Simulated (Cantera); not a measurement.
Feed: 1 mol FeS, 1.7 mol H2, 2.9 mol N2, held at 1102 °C and 4400 Pa.

These are equilibrium values from Cantera (NASA tables, ideal gas, pure condensed phases), not measurements of a reactor. Candidate condensed phases: Fe, FeS, FeS2, S; 16 gas species. Metal and sulfide melt together well below either melting point, which pure phases cannot show. Mutual solubility and eutectic melting of coexisting phases are not modelled. FeS: taken at fixed stoichiometry. The numbers say what is thermodynamically allowed, not how fast it happens.

Base state: N2 0.630, H2 0.366, H2S 0.00363, S2 4.51e-5, SH 3.83e-5 (mole fractions); condensed: Fe(γ) + FeS(s).

### Question
What changes in the equilibrium state with this change: temperature from 1102 °C to 1825 °C?

### Answer
| species | before | after |
|---|---|---|
| N2 | 0.630 | 0.553 |
| H2 | 0.366 | 0.305 |
| S2 | 4.51e-5 | 0.0803 |
| Fe | 1.87e-7 | 0.0236 |
| SH | 3.83e-5 | 0.0138 |
| S | 2.68e-7 | 0.00793 |
| SN | <1e-9 | 1.11e-5 |
| H | 9.88e-6 | 0.00811 |
| H2S | 0.00363 | 0.00830 |
| Fe(γ), mol | 0.0173 | 0 |
| FeS(s), mol | 0.983 | 0 |
| Fe(l), mol | 0 | 0.876 |

### Question
What changes in the equilibrium state with this change: pressure from 4400 Pa to 133 Pa?

### Answer
```
species       before     after
-----------  -------  --------
N2             0.630     0.629
H2             0.366     0.365
H2S          0.00363   0.00362
S2           4.51e-5   0.00149
SH           3.83e-5  0.000220
H            9.88e-6   5.67e-5
Fe(γ), mol    0.0173    0.0314
FeS(s), mol    0.983     0.969
```
